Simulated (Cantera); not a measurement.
Input (Python, Cantera) and output of one run.

```python
import numpy as np
import cantera as ct

gas_names = """
    C CH CH2 CH3 CH2OH CH3O CH4 CH3OH CN CO CO2 COOH C2 C2H CHCO,ketyl C2H2,acetylene C2H2,vinylidene
    CH2CO,ketene C2H3,vinyl CH3CN CH3CO,acetyl C2H4 C2H4O,ethylen CH3CHO,ethanal CH3COOH (HCOOH)2 C2H5
    C2H6 CH3OCH3 C2H5OH CCN CNC C2N2 C2O C3 C3H3,propargyl C3H4,allene C3H4,propyne C3H4,cyclo-
    C3H5,allyl C3H6,propylene C3H6,cyclo- C3H6O C3H7,n-propyl C3H7,i-propyl C3H8 C3H8O,1propanol
    C3H8O,2propanol C3O2 C4 C4H2 C4H4,1,3-cyclo- C4H6,butadiene C4H6,2-butyne C4H6,cyclo- C4H8,1-butene
    C4H8,cis2-buten C4H8,tr2-butene C4H8,isobutene C4H8,cyclo- (CH3COOH)2 C4H9,n-butyl C4H9,i-butyl
    C4H9,s-butyl C4H9,t-butyl C4H10,isobutane C4H10,n-butane C4N2 C5 C5H6,1,3cyclo- C5H8,cyclo-
    C5H10,1-pentene C5H10,cyclo- C5H11,pentyl C5H11,t-pentyl C5H12,n-pentane C5H12,i-pentane
    CH3C(CH3)2CH3 C6H2 C6H5,phenyl C6H5O,phenoxy C6H6 C6H5OH,phenol C6H10,cyclo- C6H12,1-hexene
    C6H12,cyclo- C6H13,n-hexyl C7H7,benzyl C7H8 C7H8O,cresol C7H14,1-heptene C7H15,n-heptyl
    C7H16,n-heptane C8H8,styrene C8H10,ethylbenz C8H16,1-octene C8H17,n-octyl C8H18,isooctane
    C8H18,n-octane C9H19,n-nonyl C10H8,naphthale C10H21,n-decyl C12H9,o-bipheny C12H10,bipheny H HCN HCO
    HCCN HNC HNCO HNO HNO2 HNO3 HO2 H2 HCHO,formaldehy HCOOH H2O H2O2 N NCO NH NH2 NH3 NH2OH NO NO2 NO3
    N2 N2H2 N2H4 N2O O OH O2 O3
""".split()
cond_names = """
    C(gr) C6H6(L) C7H8(L) C8H18(L),n-octa H2O(s) H2O(L)
""".split()


def load(file, names, dense=False):
    # The tables refer to 1 bar. Condensed volumes are neglected.
    table = {s.name: s for s in ct.Species.list_from_file(file)}
    out = []
    for n in names:
        d = dict(table[n].input_data)
        d["thermo"] = dict(d["thermo"], **{"reference-pressure": 1e5})
        if dense:
            d["equation-of-state"] = {"model": "constant-volume", "density": "1e6 g/cm^3"}
        out.append(ct.Species.from_dict(d))
    return out


gas = ct.Solution(thermo="ideal-gas", species=load("nasa_gas.yaml", gas_names))
cond = {s.name: ct.Solution(thermo="fixed-stoichiometry", species=[s], name=s.name)
        for s in load("nasa_condensed.yaml", cond_names, dense=True)}
atoms = {
    'acetone': {'C': 3, 'H': 6, 'O': 1},
    'NH3': {'N': 1, 'H': 3},
    'N2': {'N': 2},
}
top_T = {'C(gr)': 4500}  # K; cautious upper limits of use, not melting points


def equilibrate(T, P, feed):
    n = {}
    for name, mol in feed.items():
        for a, k in atoms[name].items():
            n[a] = n.get(a, 0.0) + k * mol
    gas.TPX = T, P, n
    mass = sum(n.values()) * gas.mean_molecular_weight
    gas.equilibrate("TP")
    valid = [c for c in cond.values() if c.min_temp <= T <= top_T.get(c.name, c.max_temp)]
    mix = ct.Mixture([(gas, mass / gas.mean_molecular_weight)] + [(c, 0.0) for c in valid])
    mix.T, mix.P = T, P
    mix.equilibrate("TP", solver="vcs", rtol=1e-11, max_steps=5000)
    return mix


results = []
feed = {'acetone': 1, 'NH3': 0.41, 'N2': 1.4}  # mol
T = 1125  # K
P = 150  # Pa
mix = equilibrate(T, P, feed)
results.append((T, P, feed, dict(zip(mix.species_names, mix.species_moles))))
x = sorted(zip(gas.X, gas.species_names), reverse=True)
print(f"T = {T:g} K  P = {P:g} Pa  gas = {mix.phase_moles(0):.4g} mol")
print("   x: " + "  ".join(f"{s} {v:.3e}" for v, s in x if v > 1e-05))
print("   condensed (mol): " + ("  ".join(f"{mix.phase(i).name} {mix.phase_moles(i):.4g}"
      for i in range(1, mix.n_phases) if mix.phase_moles(i) > 1e-12) or "none"))
```

It prints:

```
T = 1125 K  P = 150 Pa  gas = 6.22 mol
   x: H2 5.812e-01  N2 2.580e-01  CO 1.608e-01  CH4 1.462e-05  HCN 1.189e-05
   condensed (mol): C(gr) 2
```

Method: chemical equilibrium by Gibbs-energy minimisation in Cantera with the NASA 1993 tables (ideal gas, pure condensed phases). The feed counts by its element totals alone.
